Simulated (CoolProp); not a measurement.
A Linde-Hampson liquefier for nitrogen: isothermal reversible compression at 200 K from 1 atm to 15 MPa, throttling to 1 atm, return gas leaving the recuperator 5 K below the feed. Each further row changes one setting.

The numbers come from the reference Helmholtz-energy equation of state, Span 2000 in CoolProp.

```
case                        liquid yield per pass  compression work (kJ/kg of gas)
--------------------------  ---------------------  -------------------------------
as stated                                   0.189                              282
high pressure 30 MPa                        0.245                              320
warm-end temperature 230 K                  0.122                              332
warm-end gap 10 K                           0.176                              282
```
